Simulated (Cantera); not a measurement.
An isothermal, constant-pressure homogeneous reactor starts with 5.24 % H2, 24.9 % O2, 69.8 % N2, equivalence ratio 0.10, at 975 K and 1330 Pa.

Cantera simulation using the H2/O2 subset of GRI-Mech 3.0, which has no nitrogen chemistry; the numbers are that mechanism's predictions, not measurements. Radical loss at walls, strong at low pressure, is not modelled. The temperature is held fixed by assumption; the heat of reaction is taken as removed at once.

x: mole fraction; the columns are a selection and need not sum to one.

```csv
t (s),x H2,x O2,x H2O,x O,x OH,x H2O2
0.00100,0.0524,0.249,6.07e-11,3.77e-11,1.60e-11,<1e-12
0.00269,0.0524,0.249,1.52e-9,5.86e-10,2.26e-10,<1e-12
0.00725,0.0524,0.249,9.65e-7,3.39e-7,1.30e-7,4.82e-12
0.0195,0.00554,0.227,0.0365,0.00946,0.00148,…
0.0525,0.00102,0.227,0.0496,0.00477,0.000741,…
0.141,0.000163,0.229,0.0533,0.000761,0.000258,…
0.381,1.69e-5,0.229,0.0537,7.72e-5,7.77e-5,…
1.02,2.00e-6,0.229,0.0538,9.93e-6,2.80e-5,…
2.76,3.19e-7,0.229,0.0538,1.84e-6,1.21e-5,…
7.43,6.91e-8,0.229,0.0538,4.51e-7,6.00e-6,…
20.0,1.86e-8,0.229,0.0538,1.31e-7,3.23e-6,…
```

Question: What belongs in the gaps?

Answer: 
- 0.0195, x H2O2: 6.93e-8
- 0.0525, x H2O2: 5.97e-8
- 0.141, x H2O2: 6.76e-8
- 0.381, x H2O2: 4.74e-8
- 1.02, x H2O2: 2.21e-8
- 2.76, x H2O2: 9.02e-9
- 7.43, x H2O2: 3.63e-9
- 20.0, x H2O2: 1.46e-9
